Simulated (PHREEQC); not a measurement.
Solution (25 °C): 0.0025 mol Na2S per kg of water. It is in equilibrium with CO2 at log p = -2 (atm). Otherwise closed; pH follows from the charge balance.

Model: ion-association model, wateq4f.dat, run in PHREEQC.

```json
{
  "pH": "7.29",
  "ionic_strength": "0.00500 mol/kgw",
  "total_alkalinity": "5.00 meq/kg"
}
```

```
species  molality  activity   log γ
-------  --------  --------  ------
Na+       0.00499   0.00463  -0.033
HCO3-     0.00321   0.00298  -0.032
HS-       0.00177   0.00164  -0.033
H2S      0.000727  0.000728   0.000
CO2      0.000340  0.000340   0.000
NaHCO3    7.76e-6   7.77e-6   0.000
CO3-2     3.70e-6   2.76e-6  -0.128
NaCO3-    2.56e-7   2.38e-7  -0.032
OH-       2.13e-7   1.97e-7  -0.033
H+        5.44e-8   5.08e-8  -0.030
S-2       5.26e-9   3.91e-9  -0.129
```

No solid was allowed to form. The polysulfide entries of wateq4f.dat were taken out for this run.
